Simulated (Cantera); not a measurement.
What does this Cantera script print?

```python
import numpy as np
import cantera as ct

gas_names = """
    B BH BH2 BH3 BN BO BO2 B2 B2O B2O2 B2O3 B3O3H3 H HBO HBO2 HNO HNO2 HNO3 HO2 H2 H2O H2O2 H3B3O6 N NH
    NH2 NH3 NH2OH NO NO2 NO3 N2 N2H2 N2H4 N2O O OH O2 O3
""".split()
cond_names = """
    B(b) B(L) BN(s) B2O3(L) B3O3H3(cr) H2O(s) H2O(L)
""".split()


# ... load() reads the species with a 1 bar reference pressure and builds the phases ...
atoms = {
    'B': {'B': 1},
    'H2O': {'H': 2, 'O': 1},
    'N2': {'N': 2},
}
top_T = {'BN(s)': 3200}  # K; cautious upper limits of use, not melting points


# ... equilibrate(T, P, feed) seeds the gas with the atoms and calls Mixture.equilibrate('TP', solver="vcs", rtol=1e-11, max_steps=5000) ...
results = []
T = 2175  # K
P = 10000  # Pa
for m in [0.22, 0.3, 0.39, 0.52, 0.69, 0.91, 1.2, 1.6, 2.1, 2.8]:
    feed = {'B': 1, 'H2O': m, 'N2': 9.2}  # mol
    mix = equilibrate(T, P, feed)
    results.append((T, P, feed, dict(zip(mix.species_names, mix.species_moles))))
    x = sorted(zip(gas.X, gas.species_names), reverse=True)
    print(f"T = {T:g} K  P = {P:g} Pa  n(H2O) = {m:g} mol  gas = {mix.phase_moles(0):.4g} mol")
    print("   x: " + "  ".join(f"{s} {v:.3e}" for v, s in x if v > 1e-05))
    print("   condensed (mol): " + ("  ".join(f"{mix.phase(i).name} {mix.phase_moles(i):.4g}"
          for i in range(1, mix.n_phases) if mix.phase_moles(i) > 1e-12) or "none"))
```

Result:

```
T = 2175 K  P = 10000 Pa  n(H2O) = 0.22 mol  gas = 9.184 mol
   x: N2 9.591e-01  H2 1.976e-02  BO 8.314e-03  HBO 6.103e-03  B2O2 4.035e-03  H 2.170e-03  B2O3 4.158e-04  HBO2 9.695e-05  B2O 2.133e-05
   condensed (mol): BN(s) 0.7845
T = 2175 K  P = 10000 Pa  n(H2O) = 0.3 mol  gas = 9.35 mol
   x: N2 9.461e-01  H2 2.654e-02  BO 9.875e-03  HBO 8.399e-03  B2O2 5.692e-03  H 2.515e-03  B2O3 6.919e-04  HBO2 1.574e-04  B2O 2.551e-05
   condensed (mol): BN(s) 0.7077
T = 2175 K  P = 10000 Pa  n(H2O) = 0.39 mol  gas = 9.536 mol
   x: N2 9.322e-01  H2 3.390e-02  BO 1.134e-02  HBO 1.090e-02  B2O2 7.510e-03  H 2.842e-03  B2O3 1.041e-03  HBO2 2.330e-04  B2O 2.952e-05
   condensed (mol): BN(s) 0.6219
T = 2175 K  P = 10000 Pa  n(H2O) = 0.52 mol  gas = 9.801 mol
   x: N2 9.132e-01  H2 4.406e-02  HBO 1.436e-02  BO 1.311e-02  B2O2 1.003e-02  H 3.240e-03  B2O3 1.590e-03  HBO2 3.511e-04  B2O 3.446e-05  H2O 1.045e-05
   condensed (mol): BN(s) 0.4987
T = 2175 K  P = 10000 Pa  n(H2O) = 0.69 mol  gas = 10.15 mol
   x: N2 8.901e-01  H2 5.658e-02  HBO 1.862e-02  BO 1.499e-02  B2O2 1.312e-02  H 3.672e-03  B2O3 2.350e-03  HBO2 5.140e-04  B2O 3.993e-05  H2O 1.516e-05
   condensed (mol): BN(s) 0.3387
T = 2175 K  P = 10000 Pa  n(H2O) = 0.91 mol  gas = 10.59 mol
   x: N2 8.626e-01  H2 7.162e-02  HBO 2.372e-02  BO 1.697e-02  B2O2 1.682e-02  H 4.131e-03  B2O3 3.356e-03  HBO2 7.296e-04  B2O 4.592e-05  H2O 2.139e-05  BH2 1.033e-05
   condensed (mol): BN(s) 0.1329
T = 2175 K  P = 10000 Pa  n(H2O) = 1.2 mol  gas = 11 mol
   x: N2 8.361e-01  H2 9.331e-02  HBO 2.228e-02  BO 1.397e-02  B2O3 1.381e-02  B2O2 1.139e-02  H 4.716e-03  HBO2 4.165e-03  H2O 1.693e-04  BO2 3.405e-05
   condensed (mol): none
T = 2175 K  P = 10000 Pa  n(H2O) = 1.6 mol  gas = 11.36 mol
   x: N2 8.101e-01  H2 1.180e-01  HBO2 2.516e-02  B2O3 2.389e-02  HBO 8.069e-03  H 5.304e-03  BO 4.498e-03  H2O 3.573e-03  B2O2 1.181e-03  BO2 1.829e-04  OH 2.157e-05
   condensed (mol): none
T = 2175 K  P = 10000 Pa  n(H2O) = 2.1 mol  gas = 11.84 mol
   x: N2 7.768e-01  H2 1.212e-01  HBO2 5.216e-02  H2O 2.614e-02  B2O3 1.404e-02  H 5.374e-03  HBO 2.348e-03  BO 1.292e-03  BO2 3.741e-04  OH 1.557e-04  B2O2 9.741e-05  NO 1.716e-05
   condensed (mol): none
T = 2175 K  P = 10000 Pa  n(H2O) = 2.8 mol  gas = 12.54 mol
   x: N2 7.335e-01  H2 1.162e-01  H2O 7.223e-02  HBO2 6.292e-02  B2O3 7.390e-03  H 5.262e-03  HBO 9.827e-04  BO 5.521e-04  BO2 4.608e-04  OH 4.393e-04  NO 4.805e-05  B2O2 1.780e-05  O 1.394e-05
   condensed (mol): none
```

These are equilibrium values from Cantera (NASA tables, ideal gas, pure condensed phases), not measurements of a reactor. The tables' values for BH2 are old estimates; treat these amounts as uncertain.
